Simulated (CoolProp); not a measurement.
Sulfur dioxide along the isotherm 251.85 °C: fugacity coefficient from the reference equation and from simpler models built on Tc = 157.5 °C, pc = 7887 kPa, ω = 0.256; each cubic takes its own stable root.

Model: reference Helmholtz-energy equation of state, Gao 2016, in CoolProp.

```json
[
 {"p (kPa)": "111", "phase": "gas", "reference": "0.9976"},
 {"p (kPa)": "179", "phase": "gas", "reference": "0.9961"},
 {"p (kPa)": "289", "phase": "gas", "reference": "0.9938"},
 {"p (kPa)": "467", "phase": "gas", "reference": "0.9900"},
 {"p (kPa)": "754", "phase": "gas", "reference": "0.9838"},
 {"p (kPa)": "1220", "phase": "gas", "reference": "0.9739"},
 {"p (kPa)": "1970", "phase": "gas", "reference": "0.9581"},
 {"p (kPa)": "3180", "phase": "gas", "reference": "0.9329"},
 {"p (kPa)": "5140", "phase": "gas", "reference": "0.8929"},
 {"p (kPa)": "8300", "phase": "supercritical", "reference": "0.8309"},
 {"p (kPa)": "13400", "phase": "supercritical", "reference": "0.7384"},
 {"p (kPa)": "21700", "phase": "supercritical", "reference": "0.6159"},
 {"p (kPa)": "35000", "phase": "supercritical", "reference": "0.5084"}
]
```

Problem. How far does each simpler model (van der Waals, Soave-Redlich-Kwong) lie from the reference over these 13 states: mean and median of the absolute difference, and the worst?

Solution. 
- van der Waals: mean 1.5 %, median 0.3 %, worst -6.9 % at 251.85 °C and 21700 kPa
- Soave-Redlich-Kwong: mean 1.3 %, median 0.1 %, worst +8.9 % at 251.85 °C and 35000 kPa
